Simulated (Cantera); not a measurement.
A perfectly stirred reactor is fed with C2H6 : N2 = 1 : 6.5 (molar parts), at 0.0326 atm; it is held at 1748 K, and followed from long to short residence time.

Cantera simulation using GRI-Mech 3.0 (53 species, 325 reactions); the numbers are that mechanism's predictions, not measurements. GRI-Mech 3.0 stops at C3 and has no aromatics, soot or wall deposition, so with more carbon than oxygen in the feed, carbon stays in small species such as C2H2 where larger ones or solid carbon would form. Radical loss at walls, strong at low pressure, is not modelled.

x: mole fraction; the columns are a selection and need not sum to one.

| τ (s) | x C2H6 | x CH3 | x CH4 | x HCN | x H2 | x CH2 | x C2H |
|---|---|---|---|---|---|---|---|
| 14 | 1.64e-6 | 0.000173 | 0.00260 | 0.000225 | 0.207 | 5.90e-7 | ___ |
| 3.6 | 5.95e-6 | 0.000337 | 0.00443 | 0.000140 | 0.204 | 1.26e-6 | ___ |
| 0.91 | 2.18e-5 | 0.000660 | 0.00751 | 8.47e-5 | 0.200 | 2.68e-6 | ___ |
| 0.23 | 8.05e-5 | 0.00129 | 0.0127 | 4.82e-5 | 0.192 | 5.42e-6 | ___ |
| 0.058 | 0.000298 | 0.00253 | 0.0208 | 2.60e-5 | 0.179 | 1.04e-5 | ___ |
| 0.015 | 0.00107 | 0.00483 | 0.0314 | 1.37e-5 | 0.160 | 1.86e-5 | 4.37e-6 |
| 0.0037 | 0.00398 | 0.00926 | 0.0416 | 6.90e-6 | 0.131 | 3.23e-5 | 4.69e-6 |
| 0.00093 | 0.0143 | 0.0169 | 0.0419 | 3.45e-6 | 0.0941 | 5.18e-5 | ___ |

### Question
Some entries are withheld; supply them.

### Answer

- 14, x C2H: 2.38e-6
- 3.6, x C2H: 2.70e-6
- 0.91, x C2H: 3.08e-6
- 0.23, x C2H: 3.47e-6
- 0.058, x C2H: 3.90e-6
- 0.00093, x C2H: 4.04e-6
